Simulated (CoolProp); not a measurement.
Vapour-liquid equilibrium of n-butane (1) + acetone (2) at 0.86 bar; x and y are mole fractions of (1).

Values from CoolProp's multi-fluid Helmholtz-energy mixture model, Bücker 2006 and Lemmon 2006; pair parameters Bell 2016.

```tsv
x	bubble temperature (°C)	y at the bubble point	dew temperature at overall composition x (°C)	liquid density (mol/L)
0.05	29.4	0.581	49.9	13.18
0.125	11.9	0.817	47.7	13.15
0.2	4.1	0.881	45.3	12.96
0.275	0.4	0.905	42.7	[?]
0.35	-1.2	0.915	39.9	12.41
0.425	-1.9	[?]	36.9	12.13
0.5	-2.1	0.921	33.5	11.84
0.575	-2.2	0.922	29.7	11.58
0.65	-2.4	0.923	25.3	11.33
0.725	-2.6	0.926	20.1	11.09
0.8	-3.0	[?]	13.6	10.88
0.875	-3.6	0.946	4.9	10.69
0.95	-4.3	0.971	-3.8	10.53
```

Problem. Fill in the missing entries.

Solution. 
- 0.275, liquid density (mol/L): 12.70
- 0.425, y at the bubble point: 0.919
- 0.8, y at the bubble point: 0.932

No azeotrope shows between x = 0.05 and 0.95.

The pair parameters rest on a limited set of measurements; away from them the model extrapolates. With so large a gap from Raoult's law the liquid may split in two, which this calculation doesn't test in full.
